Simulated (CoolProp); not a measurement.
A simple Rankine cycle with 1,2-dichloroethane: condensing at 327.15 K, boiler at 0.184 MPa, turbine inlet 381.9 K, turbine efficiency 0.6, pump efficiency 0.6, no recuperator. Each further row changes one setting.

Computed with CoolProp (reference Helmholtz-energy equation of state, Thol 2015).

```json
[
 {"case": "as stated", "thermal efficiency (%)": "7.2", "net work (kJ/kg)": "27.8", "heat in (kJ/kg)": "385", "turbine exit temperature (K)": "346.5", "volume ratio over the turbine": "4.74"},
 {"case": "turbine inlet 401.9 K", "thermal efficiency (%)": "7.3", "net work (kJ/kg)": "29.5", "heat in (kJ/kg)": "404", "turbine exit temperature (K)": "365.9", "volume ratio over the turbine": "4.73"},
 {"case": "condensing temperature 319.15 K", "thermal efficiency (%)": "8.3", "net work (kJ/kg)": "___", "heat in (kJ/kg)": "395", "turbine exit temperature (K)": "340.4", "volume ratio over the turbine": "___"},
 {"case": "boiler pressure 0.129 MPa", "thermal efficiency (%)": "5.8", "net work (kJ/kg)": "22.3", "heat in (kJ/kg)": "386", "turbine exit temperature (K)": "354.4", "volume ratio over the turbine": "3.36"},
 {"case": "turbine efficiency 0.5", "thermal efficiency (%)": "6.0", "net work (kJ/kg)": "23.2", "heat in (kJ/kg)": "385", "turbine exit temperature (K)": "___", "volume ratio over the turbine": "4.82"}
]
```

### Question
Complete the blanks.

### Answer

- condensing temperature 319.15 K, net work (kJ/kg): 32.9
- condensing temperature 319.15 K, volume ratio over the turbine: 6.41
- turbine efficiency 0.5, turbine exit temperature (K): 351.8
